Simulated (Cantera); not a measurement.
Charge: 1 mol Fe3O4, 0.67 mol Cl2, 0.14 mol H2, at 68.3 Torr.

These are equilibrium values from Cantera (NASA tables, ideal gas, pure condensed phases), not measurements of a reactor. Candidate condensed phases: Fe, FeCl2, FeCl3, FeO, Fe(OH)2, Fe(OH)3, Fe2O3, Fe3O4, H2O; 22 gas species. Condensed phases not in the tables: FeOCl. Rates play no part.

What share of the Fe ends up in condensed phases as a function of T (°C), at 525, 625, 725, 825, 925, 1025, 1125, 1225, 1325, 1425?


```csv
T (°C),Fe condensed (%),as
525,88.9,Fe2O3(s)
625,88.9,Fe2O3(s)
725,88.9,Fe2O3(s)
825,88.9,Fe2O3(s)
925,88.8,Fe2O3(s)
1025,88.3,Fe2O3(s)
1125,87.0,Fe2O3(s)
1225,85.1,Fe2O3(s)
1325,84.7,Fe3O4(s)
1425,83.8,Fe3O4(s)
```
